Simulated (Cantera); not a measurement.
Feed: 1 mol SiCl4, 2.7 mol Cl2, 3.2 mol H2, held at 877 °C and 120 Torr.

Equilibrium computed with Cantera from the NASA thermochemical tables; the gas is ideal and each condensed phase is pure. Candidate condensed phases: Si; 19 gas species. The tables' values for SiCl3 are old estimates; treat these amounts as uncertain. The numbers say what is thermodynamically allowed, not how fast it happens.

Base state: HCl 0.783, SiCl4 0.144, H2 0.0721, SiHCl3 0.000270, SiCl3 0.000233 (mole fractions); condensed: gas only.

What changes in the equilibrium state with this change: Cl2 from 2.7 to 0.77 mol?


| species | before | after |
|---|---|---|
| H2 | 0.0721 | 0.481 |
| HCl | 0.783 | 0.318 |
| SiCl4 | 0.144 | 0.193 |
| SiH2Cl2 | 6.33e-8 | 2.29e-5 |
| SiCl2 | 4.11e-6 | 0.000222 |
| SiHCl3 | 0.000270 | 0.00593 |
